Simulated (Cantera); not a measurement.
Cantera run:

```python
import numpy as np
import cantera as ct

gas_names = """
    C CH CH2 CH3 CH2OH CH3O CH4 CH3OH CO CO2 COOH C2 C2H CHCO,ketyl C2H2,acetylene C2H2,vinylidene
    CH2CO,ketene C2H3,vinyl CH3CO,acetyl C2H4 C2H4O,ethylen CH3CHO,ethanal CH3COOH (HCOOH)2 C2H5 C2H6
    CH3OCH3 C2H5OH C2O C3 C3H3,propargyl C3H4,allene C3H4,propyne C3H4,cyclo- C3H5,allyl C3H6,propylene
    C3H6,cyclo- C3H6O C3H7,n-propyl C3H7,i-propyl C3H8 C3H8O,1propanol C3H8O,2propanol C3O2 C4 C4H2
    C4H4,1,3-cyclo- C4H6,butadiene C4H6,2-butyne C4H6,cyclo- C4H8,1-butene C4H8,cis2-buten
    C4H8,tr2-butene C4H8,isobutene C4H8,cyclo- (CH3COOH)2 C4H9,n-butyl C4H9,i-butyl C4H9,s-butyl
    C4H9,t-butyl C4H10,isobutane C4H10,n-butane C5 C5H6,1,3cyclo- C5H8,cyclo- C5H10,1-pentene
    C5H10,cyclo- C5H11,pentyl C5H11,t-pentyl C5H12,n-pentane C5H12,i-pentane CH3C(CH3)2CH3 C6H2
    C6H5,phenyl C6H5O,phenoxy C6H6 C6H5OH,phenol C6H10,cyclo- C6H12,1-hexene C6H12,cyclo- C6H13,n-hexyl
    C7H7,benzyl C7H8 C7H8O,cresol C7H14,1-heptene C7H15,n-heptyl C7H16,n-heptane C8H8,styrene
    C8H10,ethylbenz C8H16,1-octene C8H17,n-octyl C8H18,isooctane C8H18,n-octane C9H19,n-nonyl
    C10H8,naphthale C10H21,n-decyl C12H9,o-bipheny C12H10,bipheny H HCO HO2 H2 HCHO,formaldehy HCOOH H2O
    H2O2 O OH O2 O3 Si SiC SiC2 SiC4H12 SiH SiH2 SiH3 SiH4 SiO SiO2 Si2 Si2C Si3
""".split()
cond_names = """
    C(gr) C6H6(L) C7H8(L) C8H18(L),n-octa H2O(s) H2O(L) Si(cr) Si(L) SiC(b) SiO2(Lqz) SiO2(hqz) SiO2(L)
""".split()


def load(file, names, dense=False):
    # The tables refer to 1 bar. Condensed volumes are neglected.
    table = {s.name: s for s in ct.Species.list_from_file(file)}
    out = []
    for n in names:
        d = dict(table[n].input_data)
        d["thermo"] = dict(d["thermo"], **{"reference-pressure": 1e5})
        if dense:
            d["equation-of-state"] = {"model": "constant-volume", "density": "1e6 g/cm^3"}
        out.append(ct.Species.from_dict(d))
    return out


gas = ct.Solution(thermo="ideal-gas", species=load("nasa_gas.yaml", gas_names))
cond = {s.name: ct.Solution(thermo="fixed-stoichiometry", species=[s], name=s.name)
        for s in load("nasa_condensed.yaml", cond_names, dense=True)}
atoms = {
    'HMDSO': {'Si': 2, 'C': 6, 'H': 18, 'O': 1},
    'H2O': {'H': 2, 'O': 1},
    'H2': {'H': 2},
}
top_T = {'C(gr)': 4500, 'SiC(b)': 3050}  # K; cautious upper limits of use, not melting points


def equilibrate(T, P, feed):
    n = {}
    for name, mol in feed.items():
        for a, k in atoms[name].items():
            n[a] = n.get(a, 0.0) + k * mol
    gas.TPX = T, P, n
    mass = sum(n.values()) * gas.mean_molecular_weight
    gas.equilibrate("TP")
    valid = [c for c in cond.values() if c.min_temp <= T <= top_T.get(c.name, c.max_temp)]
    mix = ct.Mixture([(gas, mass / gas.mean_molecular_weight)] + [(c, 0.0) for c in valid])
    mix.T, mix.P = T, P
    mix.equilibrate("TP", solver="vcs", rtol=1e-11, max_steps=5000)
    return mix


results = []
T = 675  # K
P = 13332.2  # Pa
for m in [0.48, 0.64, 0.85, 1.1, 1.5, 2, 2.6, 3.5, 4.6, 6.2, 8.2, 11, 14]:
    feed = {'HMDSO': 1, 'H2O': m, 'H2': 0.49}  # mol
    mix = equilibrate(T, P, feed)
    results.append((T, P, feed, dict(zip(mix.species_names, mix.species_moles))))

top = {s: max(r[3][s] / sum(r[3][g] for g in gas_names) for r in results) for s in gas_names}
cols = sorted((s for s in top if top[s] > 1e-05), key=lambda s: -top[s])[:6]
seen = [c for c in cond_names if any(r[3].get(c, 0) > 1e-12 for r in results)]
print("log10 of partial pressures in bar; condensed amounts in mol")
print(f"{'n(H2O)':>10s}" + "".join(f"{s[:9]:>10s}" for s in cols + seen))
for T, P, feed, n in results:
    ng = sum(n[g] for g in gas_names)
    print(f"{feed['H2O']:10.4g}" + "".join(f"{np.log10(max(n[s] / ng * P / 1e5, 1e-99)):10.3f}" for s in cols)
          + "".join(f"{n.get(c, 0):10.4g}" for c in seen))
```

It prints:

```
log10 of partial pressures in bar; condensed amounts in mol
    n(H2O)        H2       CH4       H2O       CO2        CO     C(gr)    SiC(b) SiO2(Lqz)
      0.48    -1.172    -1.180   -12.771   -25.124   -14.604     1.437      1.26      0.74
      0.64    -1.172    -1.180   -12.771   -25.124   -14.604     1.464      1.18      0.82
      0.85    -1.172    -1.180   -12.771   -25.124   -14.604       1.5     1.075     0.925
       1.1    -1.172    -1.180   -12.771   -25.124   -14.604     1.542      0.95      1.05
       1.5    -1.172    -1.180   -12.771   -25.124   -14.604     1.609      0.75      1.25
         2    -1.172    -1.180   -12.771   -25.124   -14.604     1.694       0.5       1.5
       2.6    -1.172    -1.180   -12.771   -25.124   -14.604     1.795       0.2       1.8
       3.5    -1.189    -1.213    -2.150    -3.848    -3.966      1.89         0         2
       4.6    -1.220    -1.275    -1.733    -2.954    -3.519     1.848         0         2
       6.2    -1.255    -1.345    -1.541    -2.498    -3.291     1.613         0         2
       8.2    -1.287    -1.410    -1.440    -2.232    -3.158     1.149         0         2
        11    -1.320    -1.476    -1.376    -2.039    -3.061    0.3218         0         2
        14    -1.327    -1.571    -1.317    -1.985    -3.074         0         0         2
```

These are equilibrium values from Cantera (NASA tables, ideal gas, pure condensed phases), not measurements of a reactor. The feed counts by its element totals alone.
